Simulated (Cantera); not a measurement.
Input (Python, Cantera):

```python
import numpy as np
import cantera as ct

gas = ct.Solution("gri30.yaml")
gas.TPX = 1125, 101325, {'CO': 0.027, 'O2': 0.032, 'H2O': 0.0022, 'N2': 1}
reactor = ct.IdealGasConstPressureReactor(gas, energy="off", clone=False)
net = ct.ReactorNet([reactor])
net.rtol, net.atol = 1e-08, 1e-18
show = ['CO', 'O2', 'H2O', 'H', 'NO']
times = np.geomspace(0.0007, 20, 10)

steps = ct.SolutionArray(gas, extra=["t"])
rows = []
print(f"{'t/s':>10s}{'T/K':>9s}{'P/Pa':>11s}" + "".join(f"{s:>11s}" for s in show))
for t in times:
    while net.time < t:
        t_next = net.step()
        steps.append(gas.state, t=t_next)
    rows.append([np.interp(t, steps.t, y) for y in (steps.T, steps.P, *steps(*show).X.T)])
    print(f"{t:10.3e}{rows[-1][0]:9.1f}{rows[-1][1]:11.4g}" + "".join(f"{x:11.3e}" for x in rows[-1][2:]))
rate = np.gradient(steps.T, steps.t)
print("integrator steps:", len(steps.t))
if steps.T.max() > steps.T[0] + 200:
    print(f"time of steepest temperature rise: {steps.t[rate.argmax()]:.4e} s")
gas.TPX = 1125, 101325, {'CO': 0.027, 'O2': 0.032, 'H2O': 0.0022, 'N2': 1}
gas.equilibrate("TP")
print(f"equilibrium (TP): T = {gas.T:.1f} K  " + "  ".join(f"{s} {gas[s].X[0]:.3e}" for s in show))
```

Result:

```
       t/s      T/K       P/Pa         CO         O2        H2O          H         NO
 7.000e-04   1125.0  1.013e+05  2.544e-02  3.015e-02  2.073e-03  2.121e-10  1.274e-17
 2.189e-03   1125.0  1.013e+05  2.544e-02  3.015e-02  2.073e-03  1.985e-09  2.309e-16
 6.844e-03   1125.0  1.013e+05  2.542e-02  3.014e-02  2.072e-03  4.419e-07  1.667e-12
 2.140e-02   1125.0  1.013e+05  1.179e-02  2.336e-02  2.027e-03  2.635e-05  1.545e-07
 6.691e-02   1125.0  1.013e+05  2.012e-03  1.863e-02  2.083e-03  2.641e-06  2.804e-07
 2.092e-01   1125.0  1.013e+05  2.264e-04  1.777e-02  2.097e-03  1.224e-07  3.082e-07
 6.542e-01   1125.0  1.013e+05  1.727e-05  1.766e-02  2.099e-03  3.718e-09  3.082e-07
 2.046e+00   1125.0  1.013e+05  9.752e-07  1.766e-02  2.100e-03  8.967e-11  3.245e-07
 6.396e+00   1125.0  1.013e+05  3.308e-08  1.766e-02  2.100e-03  5.798e-12  3.368e-07
 2.000e+01   1125.0  1.013e+05  1.991e-09  1.766e-02  2.100e-03  2.023e-12  3.394e-07
integrator steps: 1652
equilibrium (TP): T = 1125.0 K  CO 5.144e-10  O2 1.764e-02  H2O 2.100e-03  H 2.743e-13  NO 3.405e-05
```

Cantera simulation using GRI-Mech 3.0 (53 species, 325 reactions); the numbers are that mechanism's predictions, not measurements.
